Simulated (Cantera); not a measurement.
A closed system holds: 1 mol BN, 2.8 mol F2, 0.6 mol N2, at 802 °C and 270 Torr.

Method: chemical equilibrium by Gibbs-energy minimisation in Cantera with the NASA 1993 tables (ideal gas, pure condensed phases). Candidate condensed phases: B, BN; 13 gas species. Equilibrium is a limit: real reactors are often held back by kinetics, nucleation or transport.

Base state: N2 0.296, BF3 0.271, F2 0.263, F 0.167, NF3 0.00365 (mole fractions); condensed: gas only.

**Question.** What changes in the equilibrium state with this change: BN replaced by Si3N4?

**Answer.** 
| species | before | after |
|---|---|---|
| N2 | 0.296 | 0.523 |
| SiF4 | 0 | 0.477 |
| SiF3 | 0 | 4.68e-5 |
| BF3 | 0.271 | 0 |
| F2 | 0.263 | <1e-9 |
| F | 0.167 | <1e-9 |
| NF3 | 0.00365 | <1e-9 |
| Si3N4(s), mol | 0 | 0.533 |
The tables' values for SiF3 are old estimates; treat these amounts as uncertain. Further candidate phases: Si, Si3N4.
